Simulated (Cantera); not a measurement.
Input: 1 mol Si, 0.021 mol CO₂, 60 mol N₂, equilibrated at 13.3 mbar.

These are equilibrium values from Cantera (NASA tables, ideal gas, pure condensed phases), not measurements of a reactor. Candidate condensed phases: C, Si, SiC, SiO₂, Si₂N₂O, Si₃N₄; 34 gas species. Mutual solubility and eutectic melting of coexisting phases are not modelled. Kinetics and transport are ignored.

At 1427 °C, list the 4 most abundant gas species with their mole fractions, and the condensed phases.

N₂ 0.999, SiO 0.000365, CO 0.000342, Si 1.22e-5. Condensed: SiC(s) + Si₃N₄(s).
